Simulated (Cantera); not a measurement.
Charge: 1 mol Ca(OH)₂, 0.29 mol CO₂, at 1875 K and 0.133 bar.

These are equilibrium values from Cantera (NASA tables, ideal gas, pure condensed phases), not measurements of a reactor. Candidate condensed phases: C, C₆H₆, C₇H₈, C₈H₁₈, Ca, CaCO₃, CaO, Ca(OH)₂, H₂O; 115 gas species. Equilibrium is a limit: real reactors are often held back by kinetics, nucleation or transport.

Base state: H₂O 0.767, CO₂ 0.219, CO 0.00435, H₂ 0.00370, O₂ 0.00359, OH 0.00177, H 0.000109, O 3.95e-5 (mole fractions); condensed: CaO(s).

### Question
What changes in the equilibrium state with this change: temperature from 1875 K to 1998 K?

### Answer
```tsv
species	before	after
H₂O	0.767	0.759
CO₂	0.219	0.214
CO	0.00435	0.00905
Ca(OH)₂	2.77e-5	7.62e-5
O	3.95e-5	0.000152
H	0.000109	0.000368
OH	0.00177	0.00396
O₂	0.00359	0.00707
H₂	0.00370	0.00702
CaO(s), mol	1.000	1.000
```
